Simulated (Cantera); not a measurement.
Charge: 1 mol PH3, 0.066 mol H2, held at 0.105 Torr.

Cantera equilibrium calculation (NASA polynomials, part measured and part estimated; ideal gas, pure solids and liquids). Candidate condensed phases: P; 7 gas species. Kinetics and transport are ignored. All values below are at 1848 K.

Base state: H2 0.723, P2 0.234, H 0.0381, P 0.00494, PH 0.000110 (mole fractions); condensed: gas only.

Problem. What changes in the equilibrium state with this change: PH3 replaced by CS2?

Solution. 
```
species    before     after
-------  --------  --------
CS              0     0.440
CS2             0     0.268
S2              0     0.198
H2          0.723    0.0399
P2          0.234         0
S               0    0.0407
H          0.0381   0.00895
P         0.00494         0
SH              0   0.00440
H2S             0  0.000194
PH       0.000110         0
```
Further candidate phases: C, C6H6, C7H8, C8H18, S.

Problem. What changes in the equilibrium state with this change: PH3 replaced by H2S?

Solution. 
```
species    before    after
-------  --------  -------
H2          0.723    0.622
S2              0    0.271
S               0   0.0477
P2          0.234        0
SH              0   0.0204
H          0.0381   0.0353
P         0.00494        0
H2S             0  0.00354
PH       0.000110        0
```
Further candidate phases: S.
